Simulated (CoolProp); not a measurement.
Properties of propylene along the isobar 6.57 bar (Tc = 364.2 K, pc = 45.55 bar, ω = 0.146).

Values from CoolProp's reference Helmholtz-energy equation of state, Lemmon 2013.

| T (K) | phase | speed of sound (m/s) | isothermal compressibility (1/MPa) | expansivity (1/kK) | conductivity (mW/(m K)) |
|---|---|---|---|---|---|
| 177.2 | liquid | 1502 | 0.001033 | 1.696 | 165 |
| 192.1 | liquid | 1407 | 0.001220 | 1.773 | [?] |
| 207.1 | liquid | [?] | 0.001458 | [?] | 154 |
| 222 | liquid | 1213 | 0.001763 | 1.992 | [?] |
| 236.9 | liquid | 1116 | 0.002167 | [?] | 141 |
| 251.8 | liquid | 1018 | 0.002720 | 2.349 | 134 |
| 266.8 | liquid | 917.3 | 0.003521 | 2.625 | 127 |
| 281.7 | gas | 229.6 | 1.772 | 5.454 | 15.9 |
| 296.6 | gas | 239.0 | 1.717 | 4.764 | 17.4 |
| 311.5 | gas | 247.5 | 1.679 | 4.268 | 19.0 |
| 326.5 | gas | 255.4 | 1.651 | 3.890 | [?] |

Q: Some entries are withheld; supply them.

A: 
- 192.1, conductivity (mW/(m K)): 159
- 207.1, speed of sound (m/s): 1310
- 207.1, expansivity (1/kK): 1.870
- 222, conductivity (mW/(m K)): 147
- 236.9, expansivity (1/kK): 2.147
- 326.5, conductivity (mW/(m K)): 20.7

Thermal conductivity comes from a separate model (Huber 2003), an estimate that may be off by 10 % or more.
